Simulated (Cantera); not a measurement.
Charge: 1 mol Si, 0.76 mol HCl, 1.5 mol H2, equilibrated at 1125 K and 0.100 bar.

Cantera equilibrium calculation (NASA polynomials, part measured and part estimated; ideal gas, pure solids and liquids). Candidate condensed phases: Si; 19 gas species. The tables' values for SiCl3 are old estimates; treat these amounts as uncertain. Rates play no part.

Base state: H2 0.866, SiCl4 0.0585, HCl 0.0448, SiHCl3 0.0196, SiCl2 0.00491, SiCl3 0.00483, SiH2Cl2 0.000810 (mole fractions); condensed: Si(s).

Problem. What changes in the equilibrium state with this change: pressure from 0.100 bar to 0.160 bar?

Solution. 
| species | before | after |
|---|---|---|
| H2 | 0.866 | 0.870 |
| SiCl4 | 0.0585 | 0.0588 |
| HCl | 0.0448 | 0.0400 |
| SiHCl3 | 0.0196 | 0.0222 |
| SiH3Cl | 8.92e-6 | 1.28e-5 |
| SiH2Cl2 | 0.000810 | 0.00103 |
| SiCl2 | 0.00491 | 0.00389 |
| SiCl3 | 0.00483 | 0.00431 |
| Si(s), mol | 0.815 | 0.812 |
